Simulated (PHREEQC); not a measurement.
Make-up at 10 °C: 36 mmol/kgw Na2SeO4. Closed to the air; pH follows from the charge balance.

Computed with PHREEQC (ion-association model, wateq4f.dat).

No solid was allowed to form.

Task: Estimate the pH.

Result: pH 7.33.

Away from 25 °C the constants follow the database's enthalpies or fits; those with neither stay at their 25 °C values.
